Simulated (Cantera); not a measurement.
A closed system holds: 1 mol AlN, 0.27 mol O₂, 2 mol H₂, at 1323 K and 7.50 Torr.

Equilibrium computed with Cantera from the NASA thermochemical tables; the gas is ideal and each condensed phase is pure. Candidate condensed phases: Al, AlN, Al₂O₃, H₂O; 35 gas species. Mutual solubility and eutectic melting of coexisting phases are not modelled. The numbers say what is thermodynamically allowed, not how fast it happens.

Base state: H₂ 0.917, N₂ 0.0826, H 1.52e-5 (mole fractions); condensed: AlN(s) + Al₂O₃(s).

### Question
What changes in the equilibrium state with this change: O₂ from 0.27 to 7 mol?

### Answer
```tsv
species	before	after
O₂	<1e-9	0.677
H₂O	7.74e-7	0.258
N₂	0.0826	0.0644
H₂	0.917	4.06e-7
NO	<1e-9	0.000235
OH	<1e-9	9.28e-5
H	1.52e-5	1.01e-8
AlN(s), mol	0.640	0
Al₂O₃(s), mol	0.180	0.500
```
